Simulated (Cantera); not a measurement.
Feed: 1 mol C2F6, 0.17 mol HCl, a varied amount of H2, at 2975 K and 0.100 bar.

These are equilibrium values from Cantera (NASA tables, ideal gas, pure condensed phases), not measurements of a reactor. Candidate condensed phases: C, C6H6, C7H8, C8H18; 118 gas species. The feed counts by its element totals alone. Rates play no part.

Problem. What share of the C ends up in condensed phases as a function of n(H2) (mol), at 1.9, 2.3, 2.8, 3.3, 4, 4.8, 5.8, 7, 8.4, 10, 12, 15, 18?

Solution. 
| n(H2) (mol) | C condensed (%) | as |
|---|---|---|
| 1.9 | 77.9 | C(graphite) |
| 2.3 | 86.9 | C(graphite) |
| 2.8 | 94.6 | C(graphite) |
| 3.3 | 95.1 | C(graphite) |
| 4 | 92.1 | C(graphite) |
| 4.8 | 88.1 | C(graphite) |
| 5.8 | 82.9 | C(graphite) |
| 7 | 76.6 | C(graphite) |
| 8.4 | 69.2 | C(graphite) |
| 10 | 60.6 | C(graphite) |
| 12 | 49.9 | C(graphite) |
| 15 | 33.7 | C(graphite) |
| 18 | 17.5 | C(graphite) |
